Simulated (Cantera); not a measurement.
An isothermal, constant-pressure homogeneous reactor starts with N2O : N2 = 1 : 4.7 (molar parts), at 1275 K and 0.230 bar. Integrator tolerance rtol = 1e-08.

Model: GRI-Mech 3.0 (53 species, 325 reactions), integrated in Cantera. GRI-Mech 3.0 was tuned for natural gas; its chemistry of N2O as a main component is partial and can be far from experiment. The mechanism lacks the step 2 NO + O2 → 2 NO2, which can matter for NO2 below about 1400 K. The temperature is held fixed by assumption; the heat of reaction is taken as removed at once.

Question: What does this change do: temperature 1275 to 1048 K?

Answer: 
| quantity | before | after |
|---|---|---|
| x(N2O) at 100 s | 1.04e-7 (gas-phase equilibrium 7.84e-9) | 0.103 (gas-phase equilibrium 1.42e-9) |
| x(NO) at 100 s | 0.0194 (gas-phase equilibrium 0.000225) | 0.00339 (gas-phase equilibrium 3.48e-5) |
| x(NO2) at 100 s | 6.49e-5 (gas-phase equilibrium 8.04e-7) | 1.19e-5 (gas-phase equilibrium 4.04e-7) |
| x(O) at 100 s | 6.24e-8 (gas-phase equilibrium 6.65e-8) | 1.05e-7 (gas-phase equilibrium 3.77e-10) |
| x(N2) at 100 s | 0.910 (gas-phase equilibrium 0.919) | 0.862 (gas-phase equilibrium 0.919) |
